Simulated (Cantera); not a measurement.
An isothermal, constant-pressure homogeneous reactor starts with NO : N2 = 1 : 6.8 (molar parts), at 1825 K and 8900 Pa. Integrator tolerance rtol = 1e-08.

Model: GRI-Mech 3.0 (53 species, 325 reactions), integrated in Cantera.

Q: What does this change do: 0.11 parts H2O added?

A: 
| quantity | before | after |
|---|---|---|
| x(NO) at 60.0 s | 0.0631 (gas-phase equilibrium 0.00270) | 0.0577 (gas-phase equilibrium 0.00266) |
| x(N2O) at 60.0 s | 1.54e-6 (gas-phase equilibrium 5.02e-8) | 1.09e-6 (gas-phase equilibrium 4.91e-8) |
| x(O) at 60.0 s | 9.52e-5 (gas-phase equilibrium 0.000130) | 9.67e-5 (gas-phase equilibrium 0.000129) |
| x(NO2) at 60.0 s | 1.77e-5 (gas-phase equilibrium 1.05e-6) | 1.65e-5 (gas-phase equilibrium 1.02e-6) |
| x(O2) at 60.0 s | 0.0325 (gas-phase equilibrium 0.0627) | 0.0342 (gas-phase equilibrium 0.0617) |
| x(N2) at 60.0 s | 0.904 (gas-phase equilibrium 0.934) | 0.894 (gas-phase equilibrium 0.921) |

Q: What does this change do: N2 6.8 to 51 parts?

A: 
```
quantity                                            before                                    after
----------------  ----------------------------------------  ---------------------------------------
x(NO) at 60.0 s     0.0631 (gas-phase equilibrium 0.00270)   0.0165 (gas-phase equilibrium 0.00106)
x(N2O) at 60.0 s   1.54e-6 (gas-phase equilibrium 5.02e-8)  1.20e-7 (gas-phase equilibrium 2.02e-8)
x(O) at 60.0 s    9.52e-5 (gas-phase equilibrium 0.000130)  2.06e-5 (gas-phase equilibrium 4.93e-5)
x(NO2) at 60.0 s   1.77e-5 (gas-phase equilibrium 1.05e-6)  9.94e-7 (gas-phase equilibrium 1.56e-7)
x(O2) at 60.0 s      0.0325 (gas-phase equilibrium 0.0627)  0.00133 (gas-phase equilibrium 0.00906)
x(N2) at 60.0 s        0.904 (gas-phase equilibrium 0.934)      0.982 (gas-phase equilibrium 0.990)
```
